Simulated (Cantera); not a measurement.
A closed system holds: 1 mol C2H4, 0.59 mol H2, 7.9 mol N2, at 7.50 Torr.

These are equilibrium values from Cantera (NASA tables, ideal gas, pure condensed phases), not measurements of a reactor. Candidate condensed phases: C, C6H6, C7H8, C8H18; 92 gas species. The numbers say what is thermodynamically allowed, not how fast it happens.

Question: At 1252 °C, list the 4 most abundant gas species with their mole fractions, and the condensed phases.

Answer: N2 0.753, H2 0.247, HCN 0.000542, H 0.000117. Condensed: C(graphite).
